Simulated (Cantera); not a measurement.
Input (Python, Cantera) and output of one run.

```python
import numpy as np
import cantera as ct

gas_names = """
    AL ALCL ALCL2 ALCL3 ALH AL2 AL2CL6 CL CL2 H HCL H2
""".split()
cond_names = """
    AL(cr) AL(L) ALCL3(s) ALCL3(L)
""".split()


# ... load() reads the species with a 1 bar reference pressure and builds the phases ...
atoms = {
    'Al': {'AL': 1},
    'Cl2': {'CL': 2},
    'H2': {'H': 2},
}
top_T = {}  # K; cautious upper limits of use, not melting points


# ... equilibrate(T, P, feed) seeds the gas with the atoms and calls Mixture.equilibrate('TP', solver="vcs", rtol=1e-11, max_steps=5000) ...
results = []
feed = {'Al': 1, 'Cl2': 7.3, 'H2': 0.29}  # mol
T = 1150  # K
P = 1  # Pa
mix = equilibrate(T, P, feed)
results.append((T, P, feed, dict(zip(mix.species_names, mix.species_moles))))
x = sorted(zip(gas.X, gas.species_names), reverse=True)
print(f"T = {T:g} K  P = {P:g} Pa  gas = {mix.phase_moles(0):.4g} mol")
print("   x: " + "  ".join(f"{s} {v:.3e}" for v, s in x if v > 1e-05))
print("   condensed (mol): " + ("  ".join(f"{mix.phase(i).name} {mix.phase_moles(i):.4g}"
      for i in range(1, mix.n_phases) if mix.phase_moles(i) > 1e-12) or "none"))
```

It prints:

```
T = 1150 K  P = 1 Pa  gas = 9.454 mol
   x: CL 5.002e-01  CL2 3.327e-01  ALCL3 1.058e-01  HCL 6.135e-02
   condensed (mol): none
```

Method: chemical equilibrium by Gibbs-energy minimisation in Cantera with the NASA 1993 tables (ideal gas, pure condensed phases).
